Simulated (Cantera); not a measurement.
Feed: 1 mol Fe3O4, 2400 mol H2, 1.8 mol H2O, equilibrated at 7.80 mbar.

Cantera equilibrium calculation (NASA polynomials, part measured and part estimated; ideal gas, pure solids and liquids). Candidate condensed phases: Fe, FeO, Fe(OH)2, Fe(OH)3, Fe2O3, Fe3O4, H2O; 12 gas species. Equilibrium is a limit: real reactors are often held back by kinetics, nucleation or transport.

x: gas mole fraction; n: condensed amount in mol.

```json
[
 {"T (K)": "673", "x H2": "0.998", "x H2O": "0.00241", "x H": "<1e-12", "x Fe": "<1e-12", "n Fe(α)": "3.00", "n Fe(γ)": "0", "n Fe(δ)": "0"},
 {"T (K)": "823", "x H2": "0.998", "x H2O": "0.00241", "x H": "(withheld)", "x Fe": "<1e-12", "n Fe(α)": "3.00", "n Fe(γ)": "0", "n Fe(δ)": "0"},
 {"T (K)": "973", "x H2": "0.998", "x H2O": "0.00241", "x H": "(withheld)", "x Fe": "<1e-12", "n Fe(α)": "3.00", "n Fe(γ)": "0", "n Fe(δ)": "0"},
 {"T (K)": "1123", "x H2": "0.998", "x H2O": "0.00241", "x H": "(withheld)", "x Fe": "3.99e-10", "n Fe(α)": "3.00", "n Fe(γ)": "0", "n Fe(δ)": "0"},
 {"T (K)": "1273", "x H2": "0.998", "x H2O": "0.00241", "x H": "(withheld)", "x Fe": "6.38e-8", "n Fe(α)": "0", "n Fe(γ)": "3.00", "n Fe(δ)": "0"},
 {"T (K)": "1423", "x H2": "0.998", "x H2O": "0.00241", "x H": "(withheld)", "x Fe": "3.42e-6", "n Fe(α)": "0", "n Fe(γ)": "2.99", "n Fe(δ)": "0"},
 {"T (K)": "1573", "x H2": "0.997", "x H2O": "0.00241", "x H": "(withheld)", "x Fe": "8.43e-5", "n Fe(α)": "0", "n Fe(γ)": "2.80", "n Fe(δ)": "0"},
 {"T (K)": "1723", "x H2": "0.994", "x H2O": "0.00241", "x H": "(withheld)", "x Fe": "0.00117", "n Fe(α)": "0", "n Fe(γ)": "0", "n Fe(δ)": "0.184"}
]
```

Fill in the missing entries.


- 823, x H: 8.30e-11
- 973, x H: 1.22e-8
- 1123, x H: 4.82e-7
- 1273, x H: 8.06e-6
- 1423, x H: 7.51e-5
- 1573, x H: 0.000460
- 1723, x H: 0.00206
